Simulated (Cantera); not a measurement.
**Transport properties of process gases**

Gas mixture: C3H8 : CH3OH : H2O : CH4 = 1 : 0.29 : 0.2 : 0.92 (molar parts), at 23.3 Torr, frozen composition.

Cantera's kinetic-theory transport with the Lennard-Jones parameters of GRI-Mech 3.0, ideal gas; thermal conductivity in the mixture-averaged form. Polar gases are described roughly by these parameters. The composition is frozen, though it would react at the higher temperatures.

```tsv
T (K)	ρ (kg/m³)	cp (J/kg/K)	μ (µPa s)	λ (mW/m/K)	Pr	D (cm²/s) CO2	D (cm²/s) NO	D (cm²/s) H
400	0.0278	2134	12.4	37.4	0.707	6.32	8.38	47.9
650	0.0171	2999	18.8	77.4	0.729	15.5	19.7	114
900	0.0123	3640	24.3	120	0.734	27.5	34.4	200
1150	0.00965	4105	29.1	163	0.733	42.0	52.1	304
1400	0.00793	4450	33.4	204	0.730	58.8	72.5	424
1650	0.00673	4717	37.5	243	0.728	77.7	95.3	559
1900	0.00584	4923	41.3	280	0.726	98.5	121	707
2150	0.00516	5081	44.9	315	0.724	121	148	869
```
D: mixture-averaged diffusion coefficient of that species in the mixture.
